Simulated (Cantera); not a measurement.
## Low-pressure radical oxidation in H2/O2

A perfectly stirred reactor is fed with 19.8 % H₂, 61.7 % O₂, 18.5 % N₂, at 10.00 Torr; it is held at 925 K, and followed from long to short residence time.

Model: the H2/O2 subset of GRI-Mech 3.0, which has no nitrogen chemistry, integrated in Cantera. Radical loss at walls, strong at low pressure, is not modelled. Below about 950 K walls govern HO2 and H2O2 in real vessels. The temperature is held fixed by assumption; the heat of reaction is taken as removed at once.

| τ (s) | x H₂ | x O₂ | x OH | x H₂O | x H | x H₂O₂ | x HO₂ |
|---|---|---|---|---|---|---|---|
| 0.45 | 0.00403 | 0.575 | 0.000631 | 0.214 | 0.000794 | 4.08e-7 | 1.24e-5 |
| 0.27 | 0.00535 | 0.574 | 0.000782 | 0.212 | 0.00131 | 4.25e-7 | 1.33e-5 |
| 0.16 | 0.00712 | 0.574 | 0.000975 | 0.209 | 0.00219 | 4.40e-7 | 1.41e-5 |
| 0.097 | 0.00935 | 0.574 | 0.00120 | 0.205 | 0.00355 | 4.48e-7 | 1.48e-5 |
| 0.058 | 0.0124 | 0.573 | 0.00148 | 0.200 | 0.00577 | 4.50e-7 | 1.52e-5 |
| 0.035 | 0.0162 | 0.572 | 0.00181 | 0.193 | 0.00918 | 4.43e-7 | 1.54e-5 |
| 0.021 | 0.0214 | 0.571 | 0.00218 | 0.184 | 0.0143 | 4.27e-7 | 1.53e-5 |
| 0.013 | 0.0277 | 0.569 | 0.00255 | 0.172 | 0.0211 | 4.04e-7 | 1.49e-5 |
| 0.0076 | 0.0369 | 0.568 | 0.00296 | 0.155 | 0.0306 | 3.72e-7 | 1.42e-5 |
| 0.0045 | 0.0492 | 0.567 | 0.00328 | 0.135 | 0.0403 | 3.37e-7 | 1.32e-5 |
| 0.0027 | 0.0656 | 0.569 | 0.00343 | 0.112 | 0.0468 | 3.04e-7 | 1.21e-5 |
x: mole fraction; the columns are a selection and need not sum to one.
